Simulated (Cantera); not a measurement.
A Cantera script and what it prints.

```python
import numpy as np
import cantera as ct

gas_names = """
    CL CL2 H HCL H2 Si SiCL SiCL2 SiCL3 SiCL4 SiH SiHCL3 SiH2 SiH2CL2 SiH3 SiH3CL SiH4 Si2 Si3
""".split()
cond_names = """
    Si(cr) Si(L)
""".split()


# ... load() reads the species with a 1 bar reference pressure and builds the phases ...
atoms = {
    'Si3H8': {'Si': 3, 'H': 8},
    'HCl': {'H': 1, 'CL': 1},
    'H2': {'H': 2},
}
top_T = {}  # K; cautious upper limits of use, not melting points


# ... equilibrate(T, P, feed) seeds the gas with the atoms and calls Mixture.equilibrate('TP', solver="vcs", rtol=1e-11, max_steps=5000) ...
results = []
feed = {'Si3H8': 1, 'HCl': 3.4, 'H2': 180}  # mol
T = 1148.15  # K
P = 54000  # Pa
mix = equilibrate(T, P, feed)
results.append((T, P, feed, dict(zip(mix.species_names, mix.species_moles))))
print(gas.report(threshold=1e-06))
for i in range(1, mix.n_phases):
    print(f"{mix.phase(i).name:16s} {mix.phase_moles(i):12.5e} mol")
```

Output:

```
       temperature   1148.2 K
          pressure   54000 Pa
           density   0.015318 kg/m^3
  mean mol. weight   2.708 kg/kmol
   phase of matter   gas

                          1 kg             1 kmol
                     ---------------   ---------------
          enthalpy        8.5754e+06        2.3222e+07  J
   internal energy        5.0502e+06        1.3676e+07  J
           entropy             65539        1.7748e+05  J/K
    Gibbs function       -6.6673e+07       -1.8055e+08  J
 heat capacity c_p             11454             31017  J/K
 heat capacity c_v            8383.5             22702  J/K

                      mass frac. Y      mole frac. X     chem. pot. / RT
                     ---------------   ---------------   ---------------
               HCL           0.15473          0.011493           -39.391
                H2           0.73427           0.98629            -18.49
             SiCL2          0.010742        0.00029386           -64.251
             SiCL3         0.0061504        0.00012389           -94.397
             SiCL4          0.036149        0.00057622           -124.54
            SiHCL3          0.049662        0.00099291           -103.64
           SiH2CL2         0.0079955        0.00021437           -82.741
            SiH3CL        0.00030641        1.2466e-05            -61.84
     [  +11 minor]        3.7481e-06        4.1013e-07

Si(cr)            2.58586e+00 mol
```

Cantera equilibrium calculation (NASA polynomials, part measured and part estimated; ideal gas, pure solids and liquids). The feed counts by its element totals alone. The tables' values for SiCl3 are old estimates; treat these amounts as uncertain.
